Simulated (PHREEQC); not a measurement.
**Acid rinse or clean: speciation**

Consider water at 75 °C with 0.0076 mol HCl and 4.3e-05 mol ZnSO4 per kg of water. Closed to the air; pH follows from the charge balance.

Equilibrium calculation in PHREEQC: ion-association model, wateq4f.dat.

This is a speciation only: nothing precipitates in the calculation.

Predict the pH.

pH 2.16.

In which forms is Zn present?

Zn+2 91 %, ZnCl+ 8.4 % of the Zn.

Constants without temperature data keep their 25 °C values here.
